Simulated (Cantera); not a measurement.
## Low-pressure radical oxidation in H2/O2

An isothermal, constant-pressure homogeneous reactor starts with 0.893 % H2, 98.1 % O2, 0.981 % H2O, equivalence ratio 0.0046, at 1423 K and 2670 Pa.

Detailed kinetics in Cantera: the H2/O2 subset of GRI-Mech 3.0, which has no nitrogen chemistry. Radical loss at walls, strong at low pressure, is not modelled.

| t (s) | x H2 | x O2 | x H2O | x OH | x H2O2 |
|---|---|---|---|---|---|
| 0.000200 | 0.00893 | 0.981 | 0.00981 | 1.81e-7 | 1.00e-10 |
| 0.000743 | 0.00892 | 0.981 | 0.00982 | 6.66e-6 | 9.79e-10 |
| 0.00276 | 0.000250 | 0.973 | 0.0173 | 0.00202 | 3.25e-8 |
| 0.0102 | 5.93e-5 | 0.973 | 0.0177 | 0.00170 | 2.59e-8 |
| 0.0381 | 4.47e-5 | 0.975 | 0.0179 | 0.00148 | 2.31e-8 |
| 0.141 | 2.00e-5 | 0.978 | 0.0183 | 0.000992 | 1.60e-8 |
| 0.525 | 4.13e-6 | 0.980 | 0.0186 | 0.000452 | 6.66e-9 |
| 1.95 | 5.65e-7 | 0.981 | 0.0187 | 0.000168 | 1.70e-9 |
| 7.25 | 1.07e-7 | 0.981 | 0.0188 | 7.30e-5 | 4.95e-10 |
| 26.9 | 7.48e-8 | 0.981 | 0.0188 | 6.11e-5 | 3.95e-10 |
| 100 | 7.48e-8 | 0.981 | 0.0188 | 6.11e-5 | 3.95e-10 |
x: mole fraction; the columns are a selection and need not sum to one.

Equilibrium at this temperature and pressure: H2 7.48e-8, O2 0.981, H2O 0.0188, OH 6.11e-5, H2O2 3.95e-10 (gas phase only).
